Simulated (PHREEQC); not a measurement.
Consider water at 85 °C with 0.028 mol CdSO4 and 6.6e-05 mol FeSO4 per kg of water. Closed to the air; pH follows from the charge balance.

Computed with PHREEQC (ion-association model, phreeqc.dat).

Question: The ionic strength comes out as 0.0593 mol/kgw. What activity coefficients do SO4-2, HSO4-, Cd(SO4)2-2, H+, Fe+2 get?

Answer: SO4-2 0.40, HSO4- 0.79, Cd(SO4)2-2 0.39, H+ 0.83, Fe+2 0.42.

This is a speciation only: nothing precipitates in the calculation. Constants without temperature data keep their 25 °C values here.
